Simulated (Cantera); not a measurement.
Input: 1 mol CaCO3, 3.4 mol H2, 8.6 mol CO2, at 1000 °C and 16.0 mbar.

Method: chemical equilibrium by Gibbs-energy minimisation in Cantera with the NASA 1993 tables (ideal gas, pure condensed phases). Candidate condensed phases: C, C6H6, C7H8, C8H18, Ca, CaCO3, CaO, Ca(OH)2, H2O; 115 gas species. Equilibrium is a limit: real reactors are often held back by kinetics, nucleation or transport.

Problem. What is the equilibrium state?

Solution. 
* **x(CO2)**: 0.528
* **x(CO)**: 0.211
* **x(H2O)**: 0.211
* **x(H2)**: 0.0508
* **x(H)**: 1.27e-6
* **n(CaO(s))**: 1.00 mol
* **gas amount**: 13.00 mol
* **log10 activity of C(graphite) (absent)**: -5.02
* **log10 activity of Ca(l) (absent)**: -13.88
